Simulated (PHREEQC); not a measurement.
## Buffer (model solution)

Solution (25 °C): 26 mmol/kgw NH4Cl and 0.36 mmol/kgw Na2HPO4. Closed to the air; pH follows from the charge balance.

All values are PHREEQC results (ion-association model, phreeqc.dat), not measurements.

Precipitation was switched off in this run.

Problem. Predict the pH, specific conductance.

Solution. pH 7.11; specific conductance 3560 µS/cm.

Problem. In which forms is P present?

Solution. HPO4-2 56 %, H2PO4- 44 % of the P.

Species that the database lacks are ignored.
